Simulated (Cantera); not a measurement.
An isothermal, constant-pressure homogeneous reactor starts with NO : N2 = 1 : 0.18 (molar parts), at 1650 K and 0.133 bar.

Model: GRI-Mech 3.0 (53 species, 325 reactions), integrated in Cantera.

Q: Predict: x(NO) at 200 s; x(N2O) at 200 s; x(NO2) at 200 s; x(O2) at 200 s; x(N2) at 200 s; x(O) at 200 s.

A: 
```
Quantity                                            Value
---------------  ----------------------------------------
x(NO) at 200 s      0.203 (gas-phase equilibrium 0.00290)
x(N2O) at 200 s   1.31e-5 (gas-phase equilibrium 5.34e-8)
x(NO2) at 200 s  0.000322 (gas-phase equilibrium 5.30e-6)
x(O2) at 200 s        0.322 (gas-phase equilibrium 0.422)
x(N2) at 200 s        0.475 (gas-phase equilibrium 0.575)
x(O) at 200 s     4.08e-5 (gas-phase equilibrium 4.64e-5)
```
